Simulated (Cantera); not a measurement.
Charge: 1 mol HI, 1.5 mol O2, at 2175 K and 15.0 bar.

Cantera equilibrium calculation (NASA polynomials, part measured and part estimated; ideal gas, pure solids and liquids). Candidate condensed phases: H2O, I2; 12 gas species. Kinetics and transport are ignored.

Base state: O2 0.464, I 0.324, H2O 0.182, I2 0.0214, HI 0.00409, OH 0.00376, O 0.000405, H2 6.71e-5 (mole fractions); condensed: gas only.

Task: What changes in the equilibrium state with this change: HI replaced by CS2?

Result: 
| species | before | after |
|---|---|---|
| SO2 | 0 | 0.288 |
| S2 | 0 | 0.241 |
| CO2 | 0 | 0.216 |
| O2 | 0.464 | 2.02e-6 |
| I | 0.324 | 0 |
| CO | 0 | 0.199 |
| H2O | 0.182 | 0 |
| SO | 0 | 0.0334 |
| I2 | 0.0214 | 0 |
| S2O | 0 | 0.0163 |
| COS | 0 | 0.00539 |
| HI | 0.00409 | 0 |
| OH | 0.00376 | 0 |
| S | 0 | 0.00116 |
| H2 | 6.71e-5 | 0 |
Further candidate phases: C, S.

Task: What changes in the equilibrium state with this change: HI replaced by H2O?

Result: 
```csv
species,before,after
O2,0.464,0.597
H2O,0.182,0.396
OH,0.00376,0.00591
I,0.324,0
I2,0.0214,0
HI,0.00409,0
H2,6.71e-5,0.000129
```
